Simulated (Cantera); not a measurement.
Mixture: 4.61 % CH₄, 1.34 % C₂H₆, 17.6 % O₂, 65.9 % N₂, 10.6 % CO₂, at 1100000 Pa, adiabatic and at constant pressure. Ignition delay is the time to a rise of 400 K.

Cantera simulation using GRI-Mech 3.0 (53 species, 325 reactions); the numbers are that mechanism's predictions, not measurements.

Problem. Predict: delay at 1123 K; delay at 1173 K; delay at 1223 K; delay at 1273 K; delay at 1323 K; delay at 1373 K; apparent activation energy between 1273 and 1373 K.

Solution. 
- delay at 1123 K = 2.82 ms
- delay at 1173 K = 1.23 ms
- delay at 1223 K = 0.570 ms
- delay at 1273 K = 0.285 ms
- delay at 1323 K = 0.154 ms
- delay at 1373 K = 89.3 µs
- apparent activation energy between 1273 and 1373 K = 170 kJ/mol
